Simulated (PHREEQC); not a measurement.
Dissolve 0.018 mol NaOH, 0.0062 mol Na2SiO3, 3.2e-05 mol (CH3)4NCl and 0.0065 mol ZnBr2 per kg of water at 25 °C. Closed to the air; pH follows from the charge balance.

The numbers come from PHREEQC with the ion-association model, wateq4f.dat.

The ionic strength comes out as 0.0313 mol/kgw. What activity coefficients do Zn(OH)3-, H2SiO4-2, H3SiO4-, OH-, Cl- get?

Zn(OH)3- 0.85, H2SiO4-2 0.53, H3SiO4- 0.85, OH- 0.84, Cl- 0.84.

Precipitation was switched off in this run. Examples of supersaturated solids here: Zn(OH)2-e, Zn(OH)2-a. Others may be too. (CH3)4N+ isn't in the database: it is added as a free cation with an ion size of 4 Å.
